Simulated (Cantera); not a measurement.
A Cantera script and its output.

```python
import numpy as np
import cantera as ct

gas = ct.Solution("gri30.yaml")
gas.TPX = 1850, 500000, {'CH4': 1, 'H2O': 2.9, 'H2': 0.18}
inlet = ct.Reservoir(gas, clone=True)

reactor = ct.IdealGasConstPressureReactor(gas, energy="off", clone=False)
exhaust = ct.Reservoir(gas, clone=True)
tau = [0.74, 0.32, 0.14, 0.059, 0.025, 0.011, 0.0047, 0.002, 0.00086, 0.00037, 0.00016][0]
for a, b in ((inlet, reactor), (reactor, exhaust)):
    ct.MassFlowController(a, b, mdot=lambda t: reactor.mass / tau)
net = ct.ReactorNet([reactor])
show = ['CH4', 'H2O', 'H2', 'C2H', 'CH2O', 'O2', 'CH2']

rows = []
print(f"{'tau/s':>10s}{'T/K':>9s}" + "".join(f"{s:>11s}" for s in show))
for tau in [0.74, 0.32, 0.14, 0.059, 0.025, 0.011, 0.0047, 0.002, 0.00086, 0.00037, 0.00016]:
    net.initial_time = 0.0
    net.advance(30 * tau)
    before = gas.X
    net.advance(40 * tau)
    drift = np.max(np.abs(gas.X - before) / (gas.X + 1e-9))
    rows.append([gas.T, *gas[show].X, drift])
    print(f"{tau:10.3e}{gas.T:9.1f}" + "".join(f"{x:11.3e}" for x in gas[show].X))
```

Result:

```
     tau/s      T/K        CH4        H2O         H2        C2H       CH2O         O2        CH2
 7.400e-01   1850.0  7.472e-03  3.099e-01  5.243e-01  6.743e-09  5.649e-07  4.855e-10  2.249e-08
 3.200e-01   1850.0  1.201e-02  3.249e-01  5.098e-01  1.712e-08  8.735e-07  5.403e-10  4.060e-08
 1.400e-01   1850.0  1.806e-02  3.494e-01  4.869e-01  3.723e-08  1.404e-06  6.336e-10  7.038e-08
 5.900e-02   1850.0  2.622e-02  3.874e-01  4.523e-01  7.208e-08  2.408e-06  7.999e-10  1.202e-07
 2.500e-02   1850.0  3.649e-02  4.363e-01  4.076e-01  1.194e-07  4.247e-06  1.076e-09  1.944e-07
 1.100e-02   1850.0  4.904e-02  4.883e-01  3.585e-01  1.684e-07  7.337e-06  1.491e-09  2.898e-07
 4.700e-03   1850.0  6.613e-02  5.404e-01  3.056e-01  2.083e-07  1.264e-05  2.123e-09  4.082e-07
 2.000e-03   1850.0  8.890e-02  5.855e-01  2.536e-01  2.221e-07  2.089e-05  2.990e-09  5.377e-07
 8.600e-04   1850.0  1.172e-01  6.216e-01  2.045e-01  2.033e-07  3.252e-05  4.037e-09  6.698e-07
 3.700e-04   1850.0  1.493e-01  6.510e-01  1.579e-01  1.570e-07  4.743e-05  5.018e-09  8.050e-07
 1.600e-04   1850.0  1.807e-01  6.749e-01  1.159e-01  9.671e-08  6.287e-05  5.243e-09  9.332e-07
```

Computed with Cantera and GRI-Mech 3.0 (53 species, 325 reactions).
